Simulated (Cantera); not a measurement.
## Thermodynamics of halide evaporation, hydrolysis and transport, feed FeCl2 + H2O + H2

Charge: 1 mol FeCl2, 7.5 mol H2O, 1.2 mol H2.

Method: chemical equilibrium by Gibbs-energy minimisation in Cantera with the NASA 1993 tables (ideal gas, pure condensed phases). Candidate condensed phases: Fe, FeCl2, FeCl3, FeO, Fe(OH)2, Fe(OH)3, Fe2O3, Fe3O4, H2O; 22 gas species. The tables' stoichiometric FeO is somewhat more stable than real wüstite, so its field is too wide. FeO: taken at fixed stoichiometry. Rates play no part.

Task: Map the stable condensed phases over T = 1298, 1348, 1398, 1448, 1498, 1548, 1598, 1648, 1698, 1748, 1798 K and P in Pa = 0.10, 0.72, 5.2, 37, 270, 1900, 14000, 100000.

Result: 
```
T in K \ P in Pa
           0.10   0.72    5.2     37    270   1900  14000 100000
   1798       A      A      B      B      B      B      B      B
   1748       A      A      B      B      B      B      B      B
   1698       A      B      B      B      B      B      B      B
   1648       A      B      B      B      B      B      B      B
   1598       B      B      B      B      B      B      B      B
   1548       B      B      B      B      B      B      B      B
   1498       B      B      B      B      B      B      B      B
   1448       B      B      B      B      B      B      B      B
   1398       B      B      B      B      B      B      B      B
   1348       B      B      B      B      B      B      B      B
   1298       B      B      B      B      B      B      B      B
```
A: gas only; B: FeO.
